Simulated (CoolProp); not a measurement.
Vapour-liquid equilibrium of n-hexane (1) + cyclohexane (2) at 428.3 K; x and y are mole fractions of (1).

Model: multi-fluid Helmholtz-energy mixture model, Thol 2019 and Zhou 2014; pair parameters Bell 2016, in CoolProp.

```tsv
x	bubble pressure, mixture model (bar)	bubble pressure, Raoult's law (bar)	y, mixture model	y, Raoult's law
0.05	6.258	6.233	0.067	0.067
0.2	6.638	6.563	0.250	0.254
0.35	6.989	6.892	0.412	0.423
0.5	7.317	7.222	0.560	0.576
0.65	7.629	7.551	0.699	0.716
0.8	7.930	7.880	0.831	0.845
0.95	8.223	8.210	0.959	0.963
```

The largest gap from Raoult's law is +1.4 % in bubble pressure, at x = 0.35. No azeotrope shows between x = 0.05 and 0.95.

Pair parameters are fitted to limited data, so mixtures are less certain than the pure fluids.
